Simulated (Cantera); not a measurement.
Feed: 1 mol Ni, 0.018 mol H2S, 2.9 mol H2, equilibrated at 79000 Pa.

Method: chemical equilibrium by Gibbs-energy minimisation in Cantera with the NASA 1993 tables (ideal gas, pure condensed phases). Candidate condensed phases: Ni, NiS, NiS2, Ni3S2, Ni3S4, S; 9 gas species. Metal and sulfide melt together well below either melting point, which pure phases cannot show. Mutual solubility and eutectic melting of coexisting phases are not modelled. Equilibrium is a limit: real reactors are often held back by kinetics, nucleation or transport.

log p: log10 of the partial pressure in bar; n: condensed amount in mol.

```tsv
T (K)	log p H2	log p H2S	log p H	log p SH	log p S2	n Ni(s)	n Ni3S2(s)	n Ni3S2(l)	n Ni(l)
923	-0.10	-2.79	-9.66	-8.68	-10.43	0.982	0.00604	0	0
998	-0.10	?	?	?	?	0.987	?	0	0
1073	-0.10	-2.43	-7.91	-7.01	-8.27	0.994	0	0.00208	0
1148	-0.11	-2.32	?	?	?	1.000	0	?	0
1223	-0.11	-2.31	-6.57	-5.91	-6.96	1.00	0	0	0
1298	-0.11	-2.31	-6.02	-5.50	-6.52	1.00	0	0	0
1373	-0.11	-2.31	-5.53	-5.14	-6.12	1.00	0	0	0
1448	-0.11	-2.31	-5.09	-4.82	-5.76	1.00	0	0	0
1523	-0.11	-2.32	-4.69	-4.53	-5.45	1.00	0	0	0
1598	-0.11	-2.32	-4.33	-4.26	-5.16	1.000	0	0	0
1673	-0.11	-2.32	-4.00	-4.03	-4.90	1.000	0	0	0
1748	-0.11	-2.33	-3.69	-3.81	-4.68	0	0	0	1.000
```

Q: Complete the blanks.

A: 
- 1148, log p H: -7.20
- 1148, log p SH: -6.38
- 1148, log p S2: -7.48
- 1148, n Ni3S2(l): 0.000143
- 998, log p H2S: -2.59
- 998, log p H: -8.72
- 998, log p SH: -7.77
- 998, log p S2: -9.26
- 998, n Ni3S2(s): 0.00425
